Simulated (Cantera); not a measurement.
An adiabatic, constant-volume homogeneous reactor starts with H₂ : O₂ : N₂ : H₂O = 1 : 0.227 : 0.855 : 0.055 (molar parts), at 1050 K and 165 Torr. Integrator tolerance rtol = 1e-08.

Detailed kinetics in Cantera: GRI-Mech 3.0 (53 species, 325 reactions).

Q: What does this change do: pressure from 165 Torr to 900 Torr?

A: 
```json
[
 {"quantity": "time of steepest temperature rise", "before": "0.590 ms", "after": "0.205 ms"},
 {"quantity": "temperature at 0.600 s", "before": "2632 K", "after": "2738 K"},
 {"quantity": "equilibrium temperature", "before": "2632 K", "after": "2738 K"},
 {"quantity": "x(H₂) at 0.600 s", "before": "0.269 (gas-phase equilibrium 0.269)", "after": "0.275 (gas-phase equilibrium 0.275)"},
 {"quantity": "x(O₂) at 0.600 s", "before": "0.000211 (gas-phase equilibrium 0.000211)", "after": "9.03e-5 (gas-phase equilibrium 9.03e-5)"},
 {"quantity": "x(H₂O) at 0.600 s", "before": "0.252 (gas-phase equilibrium 0.252)", "after": "0.257 (gas-phase equilibrium 0.257)"},
 {"quantity": "x(HO₂) at 0.600 s", "before": "1.50e-7 (gas-phase equilibrium 1.50e-7)", "after": "1.56e-7 (gas-phase equilibrium 1.56e-7)"},
 {"quantity": "x(NO) at 0.600 s", "before": "0.000680 (gas-phase equilibrium 0.000680)", "after": "0.000524 (gas-phase equilibrium 0.000524)"},
 {"quantity": "x(H₂O₂) at 0.600 s", "before": "2.40e-8 (gas-phase equilibrium 2.40e-8)", "after": "4.62e-8 (gas-phase equilibrium 4.62e-8)"}
]
```

Q: What does this change do: initial temperature 1050 to 1150 K?

A: 
| quantity | before | after |
|---|---|---|
| time of steepest temperature rise | 0.590 ms | 0.306 ms |
| temperature at 0.600 s | 2632 K | 2661 K |
| equilibrium temperature | 2632 K | 2661 K |
| x(H₂) at 0.600 s | 0.269 (gas-phase equilibrium 0.269) | 0.267 (gas-phase equilibrium 0.267) |
| x(O₂) at 0.600 s | 0.000211 (gas-phase equilibrium 0.000211) | 0.000290 (gas-phase equilibrium 0.000290) |
| x(H₂O) at 0.600 s | 0.252 (gas-phase equilibrium 0.252) | 0.249 (gas-phase equilibrium 0.249) |
| x(HO₂) at 0.600 s | 1.50e-7 (gas-phase equilibrium 1.50e-7) | 1.98e-7 (gas-phase equilibrium 1.98e-7) |
| x(NO) at 0.600 s | 0.000680 (gas-phase equilibrium 0.000680) | 0.000833 (gas-phase equilibrium 0.000833) |
| x(H₂O₂) at 0.600 s | 2.40e-8 (gas-phase equilibrium 2.40e-8) | 2.83e-8 (gas-phase equilibrium 2.83e-8) |
